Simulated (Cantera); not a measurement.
An isothermal, constant-pressure homogeneous reactor starts with 0.572 % CH4, 0.240 % O2, 92.3 % N2, 6.92 % H2, at 1450 K and 5.60 bar.

Model: GRI-Mech 3.0 (53 species, 325 reactions), integrated in Cantera.

Q: Predict: x(CH4) at 2.00 s; x(C2H2) at 2.00 s; x(H) at 2.00 s.

A: 
| Item | Value |
|---|---|
| x(CH4) at 2.00 s | 0.00435 (gas-phase equilibrium 0.000264) |
| x(C2H2) at 2.00 s | 0.000456 (gas-phase equilibrium 2.06e-6) |
| x(H) at 2.00 s | 1.02e-6 (gas-phase equilibrium 1.13e-6) |
